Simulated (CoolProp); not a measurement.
Ethylene along the isobar 27.4 MPa: fugacity coefficient from the reference equation and from simpler models built on Tc = 9.2 °C, pc = 5.042 MPa, ω = 0.087; each cubic takes its own stable root.

Model: reference Helmholtz-energy equation of state, Smukala 2000, in CoolProp.

```json
[
 {"T (°C)": "-13.15", "phase": "liquid", "reference": "0.1655"},
 {"T (°C)": "0.45", "phase": "liquid", "reference": "0.2083"},
 {"T (°C)": "14.05", "phase": "supercritical", "reference": "0.2543"},
 {"T (°C)": "27.65", "phase": "supercritical", "reference": "0.3025"},
 {"T (°C)": "41.15", "phase": "supercritical", "reference": "0.3516"},
 {"T (°C)": "54.75", "phase": "supercritical", "reference": "0.4013"},
 {"T (°C)": "68.35", "phase": "supercritical", "reference": "0.4504"},
 {"T (°C)": "81.85", "phase": "supercritical", "reference": "0.4978"},
 {"T (°C)": "95.45", "phase": "supercritical", "reference": "0.5436"},
 {"T (°C)": "109.05", "phase": "supercritical", "reference": "0.5870"},
 {"T (°C)": "122.55", "phase": "supercritical", "reference": "0.6275"},
 {"T (°C)": "136.15", "phase": "supercritical", "reference": "0.6656"},
 {"T (°C)": "149.75", "phase": "supercritical", "reference": "0.7008"},
 {"T (°C)": "163.25", "phase": "supercritical", "reference": "0.7331"},
 {"T (°C)": "176.85", "phase": "supercritical", "reference": "0.7630"}
]
```

Task: How far does each simpler model (van der Waals, Redlich-Kwong, Soave-Redlich-Kwong, Peng-Robinson) lie from the reference over these 15 states: mean and median of the absolute difference, and the worst?

Result: 
- van der Waals: mean 13.9 %, median 7.7 %, worst +54.1 % at -13.15 °C and 27.4 MPa
- Redlich-Kwong: mean 2.8 %, median 2.0 %, worst +8.0 % at -13.15 °C and 27.4 MPa
- Soave-Redlich-Kwong: mean 6.1 %, median 6.2 %, worst +6.4 % at 54.75 °C and 27.4 MPa
- Peng-Robinson: mean 3.8 %, median 3.7 %, worst -5.3 % at -13.15 °C and 27.4 MPa
